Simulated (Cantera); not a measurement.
A perfectly stirred reactor is fed with CH4 : O2 : N2 = 1 : 4.88 : 18.3 (molar parts), equivalence ratio 0.41, at 1.00 bar; it is adiabatic with a 498 K inlet, and is followed from long to short residence time, starting on the burning branch (τ in s: 0.21, 0.09, 0.039, 0.017, 0.0073, 0.0031, 0.0014, 0.00059, 0.00025, 0.00011, 4.7e-05, 2e-05, 8.8e-06).

Cantera simulation using GRI-Mech 3.0 (53 species, 325 reactions); the numbers are that mechanism's predictions, not measurements.

Task: What does this change do: CH4 1 to 0.73 parts?

Result: 
```tsv
quantity	before	after
blow-out, bracketed by the residence times tried	burning at 3.10 ms, out at 1.40 ms	burning at 90.0 ms, out at 39.0 ms
x(CH4) at τ = 0.210 s	2.00e-5	0.000132
x(O2) at τ = 0.210 s	0.119	0.144
x(OH) at τ = 0.210 s	0.000286	4.18e-5
x(H2) at τ = 0.210 s	1.94e-5	3.61e-5
x(NO2) at τ = 0.210 s	1.58e-8	1.03e-8
x(CH4) at τ = 1.40 ms	0.0414	0.0305
x(O2) at τ = 1.40 ms	0.202	0.204
x(OH) at τ = 1.40 ms	<1e-12	<1e-12
x(H2) at τ = 1.40 ms	<1e-12	<1e-12
x(NO2) at τ = 1.40 ms	<1e-12	<1e-12
```

Task: What does this change do: O2 4.88 to 6.5 parts?

Result: 
| quantity | before | after |
|---|---|---|
| blow-out, bracketed by the residence times tried | burning at 3.10 ms, out at 1.40 ms | burning at 7.30 ms, out at 3.10 ms |
| x(CH4) at τ = 0.210 s | 2.00e-5 | 2.70e-5 |
| x(O2) at τ = 0.210 s | 0.119 | 0.175 |
| x(OH) at τ = 0.210 s | 0.000286 | 0.000211 |
| x(H2) at τ = 0.210 s | 1.94e-5 | 1.33e-5 |
| x(NO2) at τ = 0.210 s | 1.58e-8 | 1.66e-8 |
| x(CH4) at τ = 1.40 ms | 0.0414 | 0.0388 |
| x(O2) at τ = 1.40 ms | 0.202 | 0.252 |
| x(OH) at τ = 1.40 ms | <1e-12 | <1e-12 |
| x(H2) at τ = 1.40 ms | <1e-12 | <1e-12 |
| x(NO2) at τ = 1.40 ms | <1e-12 | <1e-12 |

Task: What does this change do: pressure from 1.00 bar to 2.00 bar?

Result: 
```
quantity                                                                      before                               after
------------------------------------------------  ----------------------------------  ----------------------------------
blow-out, bracketed by the residence times tried  burning at 3.10 ms, out at 1.40 ms  burning at 3.10 ms, out at 1.40 ms
x(CH4) at τ = 0.210 s                                                        2.00e-5                             1.85e-5
x(O2) at τ = 0.210 s                                                           0.119                               0.119
x(OH) at τ = 0.210 s                                                        0.000286                            0.000166
x(H2) at τ = 0.210 s                                                         1.94e-5                             9.41e-6
x(NO2) at τ = 0.210 s                                                        1.58e-8                             2.36e-8
x(CH4) at τ = 1.40 ms                                                         0.0414                              0.0414
x(O2) at τ = 1.40 ms                                                           0.202                               0.202
x(OH) at τ = 1.40 ms                                                          <1e-12                              <1e-12
x(H2) at τ = 1.40 ms                                                          <1e-12                              <1e-12
x(NO2) at τ = 1.40 ms                                                         <1e-12                              <1e-12
```
